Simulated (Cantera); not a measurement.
Mixture: 11.1 % CH₄, 13.9 % O₂, 69.3 % N₂, 5.76 % H₂O, equivalence ratio 1.6, at 550000 Pa, adiabatic and at constant pressure. Ignition delay is the time to a rise of 400 K.

Detailed kinetics in Cantera: GRI-Mech 3.0 (53 species, 325 reactions).

Task: Predict: delay at 1273 K; delay at 1373 K; delay at 1473 K; delay at 1573 K; delay at 1673 K; delay at 1773 K; delay at 1873 K; apparent activation energy between 1673 and 1873 K.

Result: 
* **delay at 1273 K**: 6.78 ms
* **delay at 1373 K**: 2.23 ms
* **delay at 1473 K**: 0.771 ms
* **delay at 1573 K**: 0.280 ms
* **delay at 1673 K**: 0.109 ms
* **delay at 1773 K**: 46.7 µs
* **delay at 1873 K**: 22.5 µs
* **apparent activation energy between 1673 and 1873 K**: 210 kJ/mol
